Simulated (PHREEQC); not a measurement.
0.029 g of hydrous ferric oxide (600 m²/g; 0.2 weak and 0.005 strong sites per Fe, Dzombak-Morel constants, diffuse double layer) in 1 kg of water with 0.01 mol/kgw of an inert sodium salt, at 25 °C; the pH is set by adding NaOH or the inert anion's acid. O2 is buffered at 0.21 atm. CO2 from the air is kept out. Precipitation was switched off in this run.

Model: ion-association model, wateq4f.dat, run in PHREEQC.

Problem. Predict surface charge σ (C/m²), surface potential ψ (mV) at pH = 3.5, 8, 8.5.

Solution. 
| pH | surface charge σ (C/m²) | surface potential ψ (mV) |
|---|---|---|
| 3.5 | 0.275 | 197 |
| 8 | 0.001 | 6 |
| 8.5 | -0.005 | -22 |

The oxide is taken as insoluble; below pH 4 it would dissolve.
